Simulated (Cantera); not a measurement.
Input: 1 mol Pb, 0.045 mol O2, 0.79 mol H2, held at 101000 Pa.

Cantera equilibrium calculation (NASA polynomials, part measured and part estimated; ideal gas, pure solids and liquids). Candidate condensed phases: H2O, Pb, PbO, PbO2, Pb3O4; 12 gas species. Rates play no part. All values below are at 1073 K.

Base state: H2 0.886, H2O 0.114, Pb 7.21e-5 (mole fractions); condensed: Pb(l).

Task: What changes in the equilibrium state with this change: O2 from 0.045 to 0.15 mol?

Result: 
```json
[
 {"species": "H2", "before": "0.886", "after": "0.620"},
 {"species": "H2O", "before": "0.114", "after": "0.380"},
 {"species": "Pb", "before": "7.21e-5", "after": "7.21e-5"},
 {"species": "Pb(l), mol", "before": "1.000", "after": "1.000"}
]
```
